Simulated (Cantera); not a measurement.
Feed: 1 mol B, 0.84 mol O₂, equilibrated at 2000 °C and 0.00890 bar.

Method: chemical equilibrium by Gibbs-energy minimisation in Cantera with the NASA 1993 tables (ideal gas, pure condensed phases). Candidate condensed phases: B, B₂O₃; 10 gas species. Kinetics and transport are ignored.

Base state: B₂O₃ 0.727, BO₂ 0.149, O₂ 0.102, O 0.0144, BO 0.00689, B₂O₂ 8.69e-5 (mole fractions); condensed: gas only.

What changes in the equilibrium state with this change: pressure from 0.00890 bar to 0.0440 bar?


```json
[
 {"species": "B₂O₃", "before": "0.727", "after": "0.766"},
 {"species": "O₂", "before": "0.102", "after": "0.118"},
 {"species": "BO₂", "before": "0.149", "after": "0.107"},
 {"species": "O", "before": "0.0144", "after": "0.00694"},
 {"species": "BO", "before": "0.00689", "after": "0.00206"},
 {"species": "B₂O₂", "before": "8.69e-5", "after": "3.83e-5"}
]
```
